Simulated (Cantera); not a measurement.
Input (Python, Cantera):

```python
import numpy as np
import cantera as ct

gas = ct.Solution("gri30.yaml")
gas.TPX = 1200, 100000, {'N2O': 1, 'O2': 1.6}
reactor = ct.IdealGasConstPressureReactor(gas, energy="off", clone=False)
net = ct.ReactorNet([reactor])
net.rtol, net.atol = 1e-08, 1e-18
show = ['N2O', 'O2', 'NO', 'O', 'NO2', 'N2']
times = np.geomspace(0.0001, 5, 10)

steps = ct.SolutionArray(gas, extra=["t"])
rows = []
print(f"{'t/s':>10s}{'T/K':>9s}{'P/Pa':>11s}" + "".join(f"{s:>11s}" for s in show))
for t in times:
    while net.time < t:
        t_next = net.step()
        steps.append(gas.state, t=t_next)
    rows.append([np.interp(t, steps.t, y) for y in (steps.T, steps.P, *steps(*show).X.T)])
    print(f"{t:10.3e}{rows[-1][0]:9.1f}{rows[-1][1]:11.4g}" + "".join(f"{x:11.3e}" for x in rows[-1][2:]))
rate = np.gradient(steps.T, steps.t)
print("integrator steps:", len(steps.t))
if steps.T.max() > steps.T[0] + 200:
    print(f"time of steepest temperature rise: {steps.t[rate.argmax()]:.4e} s")
gas.TPX = 1200, 100000, {'N2O': 1, 'O2': 1.6}
gas.equilibrate("TP")
print(f"equilibrium (TP): T = {gas.T:.1f} K  " + "  ".join(f"{s} {gas[s].X[0]:.3e}" for s in show))
```

Result:

```
       t/s      T/K       P/Pa        N2O         O2         NO          O        NO2         N2
 1.000e-04   1200.0      1e+05  3.846e-01  6.154e-01  1.985e-06  1.723e-06  7.225e-11  1.965e-05
 3.327e-04   1200.0      1e+05  3.845e-01  6.154e-01  7.443e-06  1.726e-06  1.010e-09  6.897e-05
 1.107e-03   1200.0      1e+05  3.843e-01  6.154e-01  2.559e-05  1.726e-06  1.173e-08  2.330e-04
 3.684e-03   1200.0      1e+05  3.836e-01  6.155e-01  8.580e-05  1.725e-06  1.240e-07  7.780e-04
 1.226e-02   1200.0      1e+05  3.814e-01  6.158e-01  2.843e-04  1.721e-06  1.131e-06  2.582e-03
 4.079e-02   1200.0      1e+05  3.739e-01  6.166e-01  9.287e-04  1.706e-06  7.358e-06  8.482e-03
 1.357e-01   1200.0      1e+05  3.507e-01  6.194e-01  2.926e-03  1.651e-06  3.040e-05  2.700e-02
 4.516e-01   1200.0      1e+05  2.863e-01  6.271e-01  8.256e-03  1.484e-06  9.265e-05  7.833e-02
 1.503e+00   1200.0      1e+05  1.594e-01  6.428e-01  1.758e-02  1.060e-06  2.040e-04  1.800e-01
 5.000e+00   1200.0      1e+05  3.696e-02  6.595e-01  2.359e-02  3.766e-07  2.959e-04  2.797e-01
integrator steps: 619
equilibrium (TP): T = 1200.0 K  N2O 1.012e-08  O2 6.773e-01  NO 2.259e-04  O 2.076e-08  NO2 6.833e-06  N2 3.225e-01
```

Model: GRI-Mech 3.0 (53 species, 325 reactions), integrated in Cantera. GRI-Mech 3.0 was tuned for natural gas; its chemistry of N2O as a main component is partial and can be far from experiment. The mechanism lacks the step 2 NO + O2 → 2 NO2, which can matter for NO2 below about 1400 K. The temperature is held fixed by assumption; the heat of reaction is taken as removed at once.
